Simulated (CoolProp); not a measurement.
The fluid at 347.28 K and 0.109 MPa expands adiabatically to 0.022 MPa with isentropic efficiency 0.7. The same conditions are run with several fluids, on thermodynamics alone (safety and materials aside).

Model: reference Helmholtz-energy equation of state of each fluid (R236EA: Rui 2013; R1233zd(E): Akasaka 2022; neopentane: Lemmon 2006; the fluoroketone C6F12O (FK-5-1-12): McLinden 2015; R13: Platzer 1990), in CoolProp. The equations of Platzer and Polt are older, rougher fits.

Problem. Rank R236EA, R1233zd(E), neopentane, the fluoroketone C6F12O (FK-5-1-12), R13 by work (kJ/kg), highest first.

Solution. neopentane (42.1), R13 (28.1), R1233zd(E) (23.0), R236EA (20.0), the fluoroketone C6F12O (FK-5-1-12) (9.71)

```tsv
fluid	final temperature (K)	final density (kg/m³)
R236EA	324.0	1.25
R1233zd(E)	318.2	1.09
neopentane	323.4	0.594
the fluoroketone C6F12O (FK-5-1-12)	334.9	2.53
R13	304.9	0.908
```
